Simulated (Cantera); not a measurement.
A closed system holds: 1 mol PbO, 0.05 mol CO, 91 mol H2, at 1.00 bar.

These are equilibrium values from Cantera (NASA tables, ideal gas, pure condensed phases), not measurements of a reactor. Candidate condensed phases: C, C6H6, C7H8, C8H18, H2O, Pb, PbO, PbO2, Pb3O4; 113 gas species. Rates play no part.

Problem. At 1173 K, list the 5 most abundant gas species with their mole fractions, and the condensed phases.

Solution. H2 0.988, H2O 0.0110, CO 0.000513, Pb 0.000422, CH4 3.11e-5. Condensed: Pb(l).
